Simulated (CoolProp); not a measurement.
Properties of R11 along the isotherm 441.9 K.

Values from CoolProp's reference Helmholtz-energy equation of state, Jacobsen 1992.

```csv
p (kPa),phase,density (kg/m³),isothermal compressibility (1/MPa),conductivity (mW/(m K)),Prandtl number,fugacity coefficient
157,gas,5.958,6.467,14.5,0.705,0.9853
315,gas,12.14,3.276,14.5,0.708,0.9706
472,gas,18.50,2.225,14.5,0.711,0.9560
630,gas,25.11,1.698,14.6,0.716,0.9413
787,gas,31.94,1.387,14.7,0.721,0.9268
944,gas,39.03,1.182,14.8,0.727,0.9122
1100,gas,46.39,1.039,14.8,0.735,0.8978
1260,gas,54.28,0.9310,15.0,0.744,0.8830
1420,gas,62.58,0.8507,15.1,0.755,0.8682
1570,gas,70.77,0.7933,15.3,0.766,0.8542
1730,gas,80.04,0.7467,15.5,0.781,0.8394
1890,gas,89.93,0.7124,15.7,0.799,0.8245
2050,gas,100.6,0.6890,16.0,0.821,0.8095
2200,gas,111.4,0.6766,16.3,0.846,0.7953
```

Viscosity comes from a separate model (Klein 1997), an estimate that may be off by 10 % or more. Thermal conductivity comes from a separate model (McLinden 2000), an estimate that may be off by 10 % or more.
